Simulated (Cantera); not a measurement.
Charge: 1 mol SiHCl₃, 0.0091 mol C₂H₄, 5.6 mol H₂, held at 0.00120 bar.

Method: chemical equilibrium by Gibbs-energy minimisation in Cantera with the NASA 1993 tables (ideal gas, pure condensed phases). Candidate condensed phases: C, C₆H₆, C₇H₈, C₈H₁₈, Si, SiC; 109 gas species. Mutual solubility and eutectic melting of coexisting phases are not modelled. The tables' values for SiCl, SiCl₃ are old estimates; treat these amounts as uncertain. Gases not in the tables: Si₂H₆ and higher silanes. The numbers say what is thermodynamically allowed, not how fast it happens.

x: gas mole fraction; n: condensed amount in mol.

```csv
T (K),x H₂,x HCl,x SiCl₂,x H,x Si,x Cl,x SiCl,n Si(s),n SiC(s),n Si(l)
1598,0.724,0.157,0.117,0.00131,7.79e-5,0.000224,0.000166,0.0824,0.0182,0
1673,0.723,0.154,0.118,0.00280,0.000348,0.000465,0.000425,0.0692,0.0182,0
1748,0.718,0.158,0.115,(withheld),(withheld),(withheld),0.000930,0,0.0181,0.0773
1823,0.708,0.162,0.111,0.0105,0.00368,0.00184,0.00186,0,0.0179,0.0773
1898,0.692,0.165,0.106,0.0188,0.0102,0.00337,0.00350,0,0.0168,0.0391
1973,0.664,0.175,(withheld),(withheld),(withheld),(withheld),0.00548,0,(withheld),0
2048,0.623,0.195,0.0758,0.0510,0.0345,0.0118,0.00701,0,0.00818,0
2123,0.574,0.211,0.0558,0.0784,0.0487,0.0212,0.00800,0,0,0
```

**Question.** Some entries are withheld; supply them.

**Answer.** 
- 1748, x H: 0.00559
- 1748, x Si: 0.00121
- 1748, x Cl: 0.000947
- 1973, x SiCl₂: 0.0944
- 1973, x H: 0.0317
- 1973, x Si: 0.0217
- 1973, x Cl: 0.00626
- 1973, n SiC(s): 0.0139
